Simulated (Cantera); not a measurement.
Feed: 1 mol SiO₂, 4 mol C, 5.1 mol H₂, equilibrated at 0.683 Torr.

Equilibrium computed with Cantera from the NASA thermochemical tables; the gas is ideal and each condensed phase is pure. Candidate condensed phases: C, C₆H₆, C₇H₈, C₈H₁₈, H₂O, Si, SiC, SiO₂; 123 gas species. Gases not in the tables: Si₂H₆ and higher silanes. Equilibrium is a limit: real reactors are often held back by kinetics, nucleation or transport.

**Question.** At 2125 K, list the 7 most abundant gas species with their mole fractions, and the condensed phases.

**Answer.** H₂ 0.623, CO 0.260, H 0.0950, Si 0.0162, SiO 0.00318, SiC₂ 0.00115, C₂H₂ (acetylene) 0.00104. Condensed: C(graphite) + SiC(s).
